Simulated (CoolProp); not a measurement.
Vapour-liquid equilibrium of R125 (1) + cyclopropane (2) at 969 kPa; x and y are mole fractions of (1).

Model: multi-fluid Helmholtz-energy mixture model, Lemmon 2005 and Polt 1992; pair parameters Bell 2016, in CoolProp. This equation is an older, rougher fit; its heat capacities, sound speeds and derivatives of the liquid may be far off and weren't checked against measurements.

```
x      bubble temperature, mixture model (K)  bubble temperature, Raoult's law (K)  y, mixture model  y, Raoult's law
-----  -------------------------------------  ------------------------------------  ----------------  ---------------
0.05                                   302.6                                 307.6             0.175            0.091
0.125                                  295.9                                 305.2               ___            0.213
0.2                                    291.8                                 302.9               ___            0.322
0.275                                  289.2                                 300.8             0.498            0.419
0.35                                   287.5                                 298.8             0.545            0.506
0.425                                  286.3                                 296.9             0.584            0.584
0.5                                    285.3                                 295.1             0.620            0.656
0.575                                  284.6                                 293.4             0.657            0.721
0.65                                   284.1                                 291.8             0.696            0.780
0.725                                  283.8                                 290.3             0.741            0.834
0.8                                    283.8                                 288.9             0.794            0.885
0.875                                  284.0                                 287.5             0.858            0.931
0.95                                   284.7                                 286.2               ___            0.973
```

Q: Complete the blanks.

A: 
- 0.125, y, mixture model: 0.337
- 0.2, y, mixture model: 0.434
- 0.95, y, mixture model: 0.937

The largest gap from Raoult's law is -11.6 K in bubble temperature, at x = 0.275. y crosses x between x = 0.725 and 0.8: the model has an azeotrope there.

Pair parameters are fitted to limited data, so mixtures are less certain than the pure fluids.
